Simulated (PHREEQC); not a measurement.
# Buffer: speciation

Make-up at 25 °C: 8.5 mmol/kgw NaHCO3 and 3.2 mmol/kgw Na2HPO4. Closed to the air; pH follows from the charge balance.

The numbers come from PHREEQC with the ion-association model, wateq4f.dat.

```yaml
pH: 8.43
ionic_strength: 0.0180 mol/kgw
total_alkalinity: 11.7 meq/kg
```

```csv
species,molality,activity,log γ
Na+,0.0148,0.0130,-0.057
HCO3-,0.00821,0.00723,-0.055
HPO4-2,0.00303,0.00181,-0.224
CO3-2,0.000153,9.18e-5,-0.221
H2PO4-,0.000122,0.000107,-0.055
CO2,5.98e-5,6.00e-5,0.002
NaHCO3,5.25e-5,5.27e-5,0.002
NaHPO4-,5.18e-5,4.56e-5,-0.055
NaCO3-,2.52e-5,2.22e-5,-0.055
OH-,3.11e-6,2.71e-6,-0.059
PO4-3,7.04e-7,2.21e-7,-0.504
```

This is a speciation only: nothing precipitates in the calculation. Complexes and solids missing from the database can't appear. H3PO4, which wateq4f.dat lacks, is added to it with the constant of phreeqc.dat.
